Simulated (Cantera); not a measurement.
**Pb + CO2 + CO (metals in furnace atmospheres)**

Feed: 1 mol Pb, 14 mol CO2, 2.9 mol CO, at 0.0100 bar.

Equilibrium computed with Cantera from the NASA thermochemical tables; the gas is ideal and each condensed phase is pure. Candidate condensed phases: C, Pb, PbO, PbO2, Pb3O4; 15 gas species. Rates play no part.

From 800 K to 1100 K the condensed part is Pb(l). From 1200 K to 1800 K nothing is condensed. The main Pb-bearing gas is Pb throughout.

| T (K) | log p CO2 | log p CO | log p Pb | log p PbO | log p O2 | log p O | n Pb(l) |
|---|---|---|---|---|---|---|---|
| 800 | -2.08 | -2.77 | -7.21 | <-14 | <-14 | <-14 | 1.000 |
| 900 | -2.08 | -2.77 | -5.86 | -11.81 | <-14 | <-14 | 0.998 |
| 1000 | -2.08 | -2.77 | -4.79 | -9.82 | <-14 | <-14 | 0.973 |
| 1100 | -2.09 | -2.77 | -3.92 | -8.20 | <-14 | <-14 | 0.793 |
| 1200 | -2.11 | -2.79 | -3.25 | -6.92 | <-14 | <-14 | 0 |
| 1300 | -2.11 | -2.79 | -3.25 | -6.40 | -12.26 | -12.88 | 0 |
| 1400 | -2.11 | -2.79 | -3.25 | -5.96 | -10.65 | -11.35 | 0 |
| 1500 | -2.11 | -2.79 | -3.25 | -5.58 | -9.25 | -10.02 | 0 |
| 1600 | -2.11 | -2.79 | -3.26 | -5.25 | -8.04 | -8.86 | 0 |
| 1700 | -2.11 | -2.79 | -3.26 | -4.96 | -6.97 | -7.83 | 0 |
| 1800 | -2.11 | -2.78 | -3.27 | -4.71 | -6.02 | -6.92 | 0 |
log p: log10 of the partial pressure in bar; n: condensed amount in mol.
